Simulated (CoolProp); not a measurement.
Computed with CoolProp (reference Helmholtz-energy equation of state, Thol 2014).

Question: Give the vapour pressure (MPa), vapour density (kg/m³), liquid cp (kJ/(kg K)), surface tension (mN/m) of saturated chloromethane (R40) at 53.45, 59.35 °C.

Answer: 
| T (°C) | p (MPa) | vapour density (kg/m³) | liquid cp (kJ/(kg K)) | surface tension (mN/m) |
|---|---|---|---|---|
| 53.45 | 1.22 | 27.6 | 1.72 | 11.0 |
| 59.35 | 1.40 | 31.7 | 1.75 | 10.1 |

Surface tension comes from a separate correlation (Mulero 2014).
